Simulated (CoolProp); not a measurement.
Vapour-liquid equilibrium of benzene (1) + toluene (2) at 484.5 K; x and y are mole fractions of (1).

Values from CoolProp's multi-fluid Helmholtz-energy mixture model, Thol 2012 and Lemmon 2006; pair parameters Bell 2016.

```json
[
 {"x": "0.05", "bubble pressure, mixture model (MPa)": "0.9495", "bubble pressure, Raoult's law (MPa)": "0.9533", "y, mixture model": "___", "y, Raoult's law": "0.090"},
 {"x": "0.15", "bubble pressure, mixture model (MPa)": "___", "bubble pressure, Raoult's law (MPa)": "1.034", "y, mixture model": "___", "y, Raoult's law": "0.249"},
 {"x": "0.25", "bubble pressure, mixture model (MPa)": "___", "bubble pressure, Raoult's law (MPa)": "1.114", "y, mixture model": "0.350", "y, Raoult's law": "0.386"},
 {"x": "0.35", "bubble pressure, mixture model (MPa)": "1.177", "bubble pressure, Raoult's law (MPa)": "1.195", "y, mixture model": "0.464", "y, Raoult's law": "0.503"},
 {"x": "0.45", "bubble pressure, mixture model (MPa)": "1.255", "bubble pressure, Raoult's law (MPa)": "1.276", "y, mixture model": "0.568", "y, Raoult's law": "0.606"},
 {"x": "0.55", "bubble pressure, mixture model (MPa)": "1.336", "bubble pressure, Raoult's law (MPa)": "1.356", "y, mixture model": "0.662", "y, Raoult's law": "0.697"},
 {"x": "0.65", "bubble pressure, mixture model (MPa)": "1.418", "bubble pressure, Raoult's law (MPa)": "1.437", "y, mixture model": "0.747", "y, Raoult's law": "0.778"},
 {"x": "0.75", "bubble pressure, mixture model (MPa)": "___", "bubble pressure, Raoult's law (MPa)": "1.517", "y, mixture model": "0.826", "y, Raoult's law": "0.850"},
 {"x": "0.85", "bubble pressure, mixture model (MPa)": "1.587", "bubble pressure, Raoult's law (MPa)": "1.598", "y, mixture model": "___", "y, Raoult's law": "0.914"},
 {"x": "0.95", "bubble pressure, mixture model (MPa)": "___", "bubble pressure, Raoult's law (MPa)": "1.678", "y, mixture model": "0.968", "y, Raoult's law": "0.973"}
]
```

### Question
What belongs in the gaps?

### Answer

- 0.05, y, mixture model: 0.078
- 0.15, bubble pressure, mixture model (MPa): 1.024
- 0.15, y, mixture model: 0.222
- 0.25, bubble pressure, mixture model (MPa): 1.099
- 0.75, bubble pressure, mixture model (MPa): 1.502
- 0.85, y, mixture model: 0.900
- 0.95, bubble pressure, mixture model (MPa): 1.674

The largest gap from Raoult's law is -1.6 % in bubble pressure, at x = 0.45. No azeotrope shows between x = 0.05 and 0.95.

Pair parameters are fitted to limited data, so mixtures are less certain than the pure fluids.
